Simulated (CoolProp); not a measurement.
Properties of dimethyl carbonate along the isobar 0.0916 MPa.

The numbers come from the reference Helmholtz-energy equation of state, Zhou 2011 in CoolProp.

```
T (K)   phase  cv (kJ/(kg K))  Joule-Thomson coefficient (K/MPa)  fugacity coefficient
-----  ------  --------------  ---------------------------------  --------------------
353.8  liquid           1.426                            -0.2584                0.7927
367.3     gas           1.272                              23.09                0.9755
380.8     gas           1.306                              20.49                0.9782
394.4     gas      (withheld)                              18.26                0.9806
407.9     gas           1.373                              16.36                0.9826
421.4     gas           1.405                              14.74                0.9843
435       gas           1.438                              13.33                0.9859
448.5     gas           1.469                              12.12                0.9872
462       gas           1.500                              11.08                0.9883
475.6     gas           1.530                              10.16                0.9894
489.1     gas           1.560                              9.371                0.9903
502.6     gas      (withheld)                              8.674                0.9911
516.2     gas           1.616                              8.055                0.9918
529.7     gas           1.643                              7.510                0.9925
543.2     gas           1.669                              7.025                0.9930
556.8     gas           1.694                         (withheld)                0.9936
```

Problem. Complete the blanks.

Solution. 
- 394.4, cv (kJ/(kg K)): 1.340
- 502.6, cv (kJ/(kg K)): 1.588
- 556.8, Joule-Thomson coefficient (K/MPa): 6.588
